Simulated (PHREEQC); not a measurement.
Consider water at 25 °C with 0.015 mol KH2PO4 and 0.0014 mol NaOH per kg of water. Closed to the air; pH follows from the charge balance.

All values are PHREEQC results (ion-association model, phreeqc.dat), not measurements.

Problem. The ionic strength comes out as 0.0177 mol/kgw. What activity coefficients do H2PO4-, HPO4-2, Na+, K+, NaHPO4- get?

Solution. H2PO4- 0.88, HPO4-2 0.60, Na+ 0.88, K+ 0.87, NaHPO4- 0.88.

No solid was allowed to form.
